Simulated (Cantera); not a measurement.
Predominance diagram of V at 1002 °C against the partial pressures of O2 and N2 (log10, bar). Cantera with NASA thermochemical tables; ideal gases at 1 bar, condensed phases pure. Candidates: V(s), VN(s), VO(s), V2O3(s), V2O4(s), V2O5(l). Only these pure phases compete in this equilibrium. VN, VO: taken at fixed stoichiometry. Not in the tables: V3O5 to V6O13, V2N.

Task: Which phase is stable at these pairs, and which metal-bearing vapour leads over it? (-10, -5); (-9.2, -15); (-2.5, -16.7); (-7.5, -20); (-4.2, -6.7); (-2.5, -13.3); (-15, -18.3)

Result: 
```tsv
log p(O2)	log p(N2)	phase	chief vapour	log p (bar)
-10	-5	V2O3(s)	VO2	-10.0
-9.2	-15	V2O3(s)	VO2	-9.8
-2.5	-16.7	V2O4(s)	VO2	-9.8
-7.5	-20	V2O4(s)	VO2	-9.8
-4.2	-6.7	V2O4(s)	VO2	-9.8
-2.5	-13.3	V2O4(s)	VO2	-9.8
-15	-18.3	V2O3(s)	VO2	-11.3
```
